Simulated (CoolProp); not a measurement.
n-butane along the isotherm 301.85 °C: Z from the reference equation and from simpler models built on Tc = 152.0 °C, pc = 37.96 bar, ω = 0.201; each cubic takes its own stable root.

Computed with CoolProp (reference Helmholtz-energy equation of state, Bücker 2006).

| p (bar) | phase | reference |
|---|---|---|
| 12 | gas | 0.9641 |
| 24 | gas | 0.9274 |
| 36 | gas | 0.8905 |
| 48 | supercritical | 0.8542 |
| 60 | supercritical | 0.8198 |
| 72 | supercritical | 0.7886 |
| 84 | supercritical | 0.7622 |
| 96 | supercritical | 0.7421 |
| 108 | supercritical | 0.7289 |
| 120 | supercritical | 0.7229 |

Q: How far does each simpler model (van der Waals, Redlich-Kwong, Soave-Redlich-Kwong, Peng-Robinson) lie from the reference over these 10 states: mean and median of the absolute difference, and the worst?

A: 
- van der Waals: mean 6.5 %, median 6.7 %, worst -10.8 % at 301.85 °C and 84 bar
- Redlich-Kwong: mean 2.9 %, median 3.2 %, worst -4.1 % at 301.85 °C and 84 bar
- Soave-Redlich-Kwong: mean 3.4 %, median 2.9 %, worst +7.9 % at 301.85 °C and 120 bar
- Peng-Robinson: mean 1.2 %, median 1.3 %, worst -1.8 % at 301.85 °C and 48 bar
